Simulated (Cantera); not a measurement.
Input: 1 mol n-butane, 0.21 mol O₂, 0.6 mol H₂, at 2375 K and 10.0 mbar.

Equilibrium computed with Cantera from the NASA thermochemical tables; the gas is ideal and each condensed phase is pure. Candidate condensed phases: C, C₆H₆, C₇H₈, C₈H₁₈, H₂O; 110 gas species. Rates play no part.

Task: What is the equilibrium state?

Result: 
- x(H₂) = 0.803
- x(H) = 0.126
- x(CO) = 0.0654
- x(C₂H₂ (acetylene)) = 0.00499
- x(C₂H) = 4.26e-5
- x(C₄H₂) = 1.27e-5
- x(C₃) = 6.39e-6
- x(CH₃) = 3.49e-6
- x(C) = 2.72e-6
- n(C(graphite)) = 3.51 mol
- gas amount = 6.426 mol
